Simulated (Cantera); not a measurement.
A closed system holds: 1 mol Nb, 8.3 mol N2O, equilibrated at 2175 K and 1.00 bar.

Cantera equilibrium calculation (NASA polynomials, part measured and part estimated; ideal gas, pure solids and liquids). Candidate condensed phases: Nb, NbO, NbO2, Nb2O5; 12 gas species. Condensed phases not in the tables: the oxides between NbO2 and Nb2O5. Kinetics and transport are ignored.

Base state: N2 0.734, O2 0.252, NO 0.0126, O 0.00116, NO2 1.83e-5 (mole fractions); condensed: Nb2O5(l).

Problem. What changes in the equilibrium state with this change: temperature from 2175 K to 2698 K?

Solution. 
```csv
species,before,after
N2,0.734,0.718
O2,0.252,0.232
NO,0.0126,0.0318
O,0.00116,0.0173
NbO2,1.00e-6,0.000879
NO2,1.83e-5,2.47e-5
"Nb2O5(l), mol",0.500,0.495
```
